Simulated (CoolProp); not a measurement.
Computed with CoolProp (reference Helmholtz-energy equation of state, Lemmon 2003). It is a pseudo-pure fit of the blend.

Question: For R404A, give the phase and the density (kg/m³), cp (kJ/(kg K)), viscosity (µPa s), fugacity coefficient at 72.15 °C and 75.7 bar.

Answer: 
- 72.15 °C and 75.7 bar: supercritical; density 880, cp 1.72, viscosity 85.1, fugacity coefficient 0.375

Viscosity comes from a separate model (Geller 2000).
